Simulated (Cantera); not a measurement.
Charge: 1 mol CH3Cl, 0.05 mol HCl, at 2177 °C and 68.0 Pa.

Cantera equilibrium calculation (NASA polynomials, part measured and part estimated; ideal gas, pure solids and liquids). Candidate condensed phases: C, C6H6, C7H8, C8H18; 91 gas species. The numbers say what is thermodynamically allowed, not how fast it happens.

Base state: H 0.384, H2 0.248, Cl 0.191, HCl 0.174, C2H2 (acetylene) 0.00217, C3 0.000330, C2H 0.000216, C 0.000121 (mole fractions); condensed: C(graphite).

**Question.** What changes in the equilibrium state with this change: temperature from 2177 °C to 725 °C?

**Answer.** 
```csv
species,before,after
HCl,0.174,0.512
H2,0.248,0.488
CH4,6.84e-9,1.58e-5
H,0.384,5.76e-8
Cl,0.191,5.64e-8
C2H2 (acetylene),0.00217,<1e-9
C3,0.000330,<1e-9
"C(graphite), mol",0.983,1.000
```

**Question.** What changes in the equilibrium state with this change: CH3Cl replaced by CH2F2?

**Answer.** 
```
species             before     after
----------------  --------  --------
HF                       0     0.908
H                    0.384    0.0407
F                        0    0.0242
H2                   0.248   0.00279
HCl                  0.174   0.00205
Cl                   0.191    0.0213
CF                       0  0.000676
CF2                      0   6.49e-5
C2H2 (acetylene)   0.00217   2.43e-5
C2HCl              1.60e-5   1.89e-7
C2H               0.000216   2.29e-5
C(graphite), mol     0.983     0.996
```

**Question.** What changes in the equilibrium state with this change: CH3Cl replaced by CH3F?

**Answer.** 
```
species            before    after
----------------  -------  -------
HF                      0    0.395
H                   0.384    0.361
H2                  0.248    0.220
Cl                  0.191   0.0107
HCl                 0.174  0.00915
F                       0  0.00119
CF                      0  3.32e-5
C2HCl             1.60e-5  8.43e-7
C(graphite), mol    0.983    0.986
```
